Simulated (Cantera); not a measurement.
## Thermodynamics of chemical vapour transport, feed Fe3O4 + Cl2 + N2

A closed system holds: 1 mol Fe3O4, 1.3 mol Cl2, 0.83 mol N2, equilibrated at 13.3 mbar.

Method: chemical equilibrium by Gibbs-energy minimisation in Cantera with the NASA 1993 tables (ideal gas, pure condensed phases). Candidate condensed phases: Fe, FeCl2, FeCl3, FeO, Fe2O3, Fe3O4; 19 gas species. Kinetics and transport are ignored.

From 1348 K to 1448 K the condensed part is Fe2O3(s). From 1498 K to 1748 K the condensed part is Fe3O4(s). The main Fe-bearing gas is FeCl2 throughout.

```csv
T (K),x FeCl2,x N2,x O2,x Cl,x Cl2,x FeCl3,n Fe2O3(s),n Fe3O4(s)
1348,0.274,0.330,0.171,0.0485,0.0894,0.0865,1.05,0
1398,0.327,0.314,0.193,0.0558,0.0530,0.0560,0.994,0
1448,0.364,0.303,0.207,0.0608,0.0298,0.0337,0.955,0
1498,0.361,0.281,0.253,0.0669,0.0179,0.0191,0,0.627
1548,0.372,0.278,0.255,0.0721,0.0109,0.0115,0,0.619
1598,0.377,0.276,0.255,0.0769,0.00669,0.00699,0,0.615
1648,0.379,0.274,0.255,0.0814,0.00420,0.00434,0,0.614
1698,0.380,0.273,0.254,0.0856,0.00271,0.00275,0,0.614
1748,0.379,0.272,0.253,0.0898,0.00178,0.00178,0,0.615
```
x: gas mole fraction; n: condensed amount in mol.
